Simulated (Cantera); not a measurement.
What does this Cantera script print?

```python
import numpy as np
import cantera as ct

gas_names = """
    O2 H2O
""".split()
cond_names = """
    Cu(L) Cu2O(L)
""".split()


def load(file, names, dense=False):
    # The tables refer to 1 bar. Condensed volumes are neglected.
    table = {s.name: s for s in ct.Species.list_from_file(file)}
    out = []
    for n in names:
        d = dict(table[n].input_data)
        d["thermo"] = dict(d["thermo"], **{"reference-pressure": 1e5})
        if dense:
            d["equation-of-state"] = {"model": "constant-volume", "density": "1e6 g/cm^3"}
        out.append(ct.Species.from_dict(d))
    return out


species = {s.name: s for s in load("nasa_gas.yaml", gas_names) + load("nasa_condensed.yaml", cond_names)}
T = 1625
g = {n: (s.thermo.h(T) - T * s.thermo.s(T)) / (ct.gas_constant * T * np.log(10)) for n, s in species.items()}
valid = cond_names  # the entries whose range holds T


def stable(la, lb):
    # potentials (over RT ln 10) of the two non-metals from log10 p(O2) and log10 p(H2O) in bar
    mu = {}
    mu["O"] = (g["O2"] + la) / 2
    mu["H"] = (g["H2O"] + lb - 1 * mu["O"]) / 2
    cost = {}
    for n in valid:
        c = species[n].composition
        cost[n] = (g[n] - sum(c.get(e, 0) * m for e, m in mu.items())) / c["Cu"]
    return min(cost, key=cost.get)


results = []
for lb in [0, -1.3, -2.5, -3.8, -5.1, -6.4, -7.6, -8.9, -10.2, -11.5, -12.7, -14]:
    row = [stable(la, lb) for la in [-24, -22.6, -21.2, -19.8, -18.4, -16.9, -15.5, -14.1, -12.7, -11.3, -9.9, -8.5, -7.1, -5.6, -4.2, -2.8, -1.4, 0]]
    results.append(row)
    print(f"{lb:6.1f}  " + " ".join(f"{valid.index(n):x}" for n in row))
print("key: " + ", ".join(f"{i:x} {n}" for i, n in enumerate(valid)))
```

It prints:

```
   0.0  0 0 0 0 0 0 0 0 0 0 0 0 0 0 0 1 1 1
  -1.3  0 0 0 0 0 0 0 0 0 0 0 0 0 0 0 1 1 1
  -2.5  0 0 0 0 0 0 0 0 0 0 0 0 0 0 0 1 1 1
  -3.8  0 0 0 0 0 0 0 0 0 0 0 0 0 0 0 1 1 1
  -5.1  0 0 0 0 0 0 0 0 0 0 0 0 0 0 0 1 1 1
  -6.4  0 0 0 0 0 0 0 0 0 0 0 0 0 0 0 1 1 1
  -7.6  0 0 0 0 0 0 0 0 0 0 0 0 0 0 0 1 1 1
  -8.9  0 0 0 0 0 0 0 0 0 0 0 0 0 0 0 1 1 1
 -10.2  0 0 0 0 0 0 0 0 0 0 0 0 0 0 0 1 1 1
 -11.5  0 0 0 0 0 0 0 0 0 0 0 0 0 0 0 1 1 1
 -12.7  0 0 0 0 0 0 0 0 0 0 0 0 0 0 0 1 1 1
 -14.0  0 0 0 0 0 0 0 0 0 0 0 0 0 0 0 1 1 1
key: 0 Cu(L), 1 Cu2O(L)
```

Cantera with NASA thermochemical tables; ideal gases at 1 bar, condensed phases pure. Part of the grid cannot be reached: there another gas would pass 10 bar, or a non-metal would condense.
